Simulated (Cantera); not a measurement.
Feed: 1 mol SiH₄, 15 mol N₂, equilibrated at 2000 K and 11.0 Pa.

Equilibrium computed with Cantera from the NASA thermochemical tables; the gas is ideal and each condensed phase is pure. Candidate condensed phases: Si, Si₃N₄; 18 gas species. The tables' values for SiN are old estimates; treat these amounts as uncertain. Equilibrium is a limit: real reactors are often held back by kinetics, nucleation or transport.

Base state: N₂ 0.815, H₂ 0.0858, Si 0.0539, H 0.0454, SiN 0.000133, SiH 0.000112, Si₂ 7.60e-5, Si₂N 2.37e-5 (mole fractions); condensed: gas only.

Problem. What changes in the equilibrium state with this change: temperature from 2000 K to 1475 K?

Solution. 
| species | before | after |
|---|---|---|
| N₂ | 0.815 | 0.877 |
| H₂ | 0.0858 | 0.122 |
| H | 0.0454 | 0.000432 |
| Si | 0.0539 | 2.33e-5 |
| Si₂ | 7.60e-5 | 1.11e-8 |
| SiN | 0.000133 | 3.28e-7 |
| SiH | 0.000112 | 3.05e-7 |
| Si₃N₄(s), mol | 0 | 0.333 |
N₂ is the only nitrogen source here; it is nearly inert below about 1500 K, so the nitride shown seldom forms there in practice.
